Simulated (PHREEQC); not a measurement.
# Buffer

Make-up at 60 °C: 0.026 mol/kgw NaHSO4, 0.56 mol/kgw Na2HPO4 and 1.3 mol/kgw KCl. Closed to the air; pH follows from the charge balance.

All values are PHREEQC results (ion-association model, phreeqc.dat), not measurements.

* **pH**: 7.52
* **ionic strength**: 2.59 mol/kgw
* **activity of water**: 0.930
* **density**: 1.071 g/cm³
* **total alkalinity**: 534 meq/kg

```
species  molality  activity   log γ
-------  --------  --------  ------
Cl-          1.30     0.725  -0.253
K+           1.21     0.655  -0.266
Na+          1.03     0.890  -0.063
HPO4-2      0.341    0.0381  -0.952
NaHPO4-     0.111    0.0661  -0.225
KHPO4-     0.0816    0.0486  -0.225
H2PO4-     0.0263    0.0157  -0.225
```

No solid was allowed to form. Caution: at this ionic strength the ion-association model is outside its range; a Pitzer model would be the better tool where its parameters exist. Species that the database lacks are ignored. At this temperature some constants are extrapolated from 25 °C, and those without enthalpy data are left unchanged.
